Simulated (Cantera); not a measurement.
## Adiabatic ignition

An adiabatic, constant-pressure homogeneous reactor starts with 14.6 % H2, 17.4 % O2, 65.5 % N2, 2.49 % H2O, equivalence ratio 0.42, at 1123 K and 11300 Torr.

Model: GRI-Mech 3.0 (53 species, 325 reactions), integrated in Cantera. The hydrogen kinetics of GRI-Mech 3.0 are dated; newer H2 mechanisms differ, most at raised pressure. The pressure lies above the range GRI-Mech 3.0 was tuned for (to about 10 atm).

```csv
t (s),T (K),x H2,x O2,x H2O,x HO2,x O,x H2O2,x N2O
2.00e-6,1123,0.146,0.174,0.0249,2.52e-8,1.00e-10,1.59e-10,<1e-12
4.43e-6,1123,0.146,0.174,0.0249,5.68e-8,1.04e-10,7.98e-10,<1e-12
9.80e-6,1123,0.146,0.174,0.0249,1.28e-7,1.14e-10,3.92e-9,<1e-12
2.17e-5,1123,0.146,0.174,0.0249,2.91e-7,1.40e-10,1.88e-8,<1e-12
4.80e-5,1123,0.146,0.174,0.0249,6.98e-7,2.20e-10,8.88e-8,<1e-12
0.000106,1123,0.146,0.174,0.0249,2.01e-6,5.34e-10,4.45e-7,3.49e-12
0.000235,1123,0.146,0.174,0.0249,9.11e-6,2.69e-9,3.42e-6,2.73e-11
0.000521,1125,0.146,0.174,0.0252,5.78e-5,4.15e-8,7.42e-5,4.02e-10
0.00115,2150,0.000120,0.108,0.183,8.06e-6,0.000167,6.88e-7,1.52e-6
0.00255,2150,0.000120,0.108,0.183,8.05e-6,0.000167,6.88e-7,1.52e-6
0.00565,2150,0.000120,0.108,0.183,8.04e-6,0.000166,6.87e-7,1.52e-6
0.0125,2149,0.000119,0.108,0.183,8.00e-6,0.000165,6.85e-7,1.51e-6
0.0277,2147,0.000118,0.107,0.183,7.93e-6,0.000163,6.80e-7,1.51e-6
0.0612,2144,0.000116,0.107,0.183,7.80e-6,0.000159,6.71e-7,1.49e-6
0.136,2139,0.000113,0.106,0.183,7.62e-6,0.000153,6.59e-7,1.48e-6
0.300,2135,0.000111,0.105,0.183,7.47e-6,0.000149,6.49e-7,1.48e-6
```
x: mole fraction; the columns are a selection and need not sum to one.

| Property | Result |
|---|---|
| time of steepest temperature rise | 0.907 ms |
| temperature at 0.300 s | 2135 K |
| equilibrium temperature | 2134 K |
| x(H2) at 0.300 s | 0.000111 (gas-phase equilibrium 0.000110) |
| x(O2) at 0.300 s | 0.105 (gas-phase equilibrium 0.105) |
| x(H2O) at 0.300 s | 0.183 (gas-phase equilibrium 0.183) |
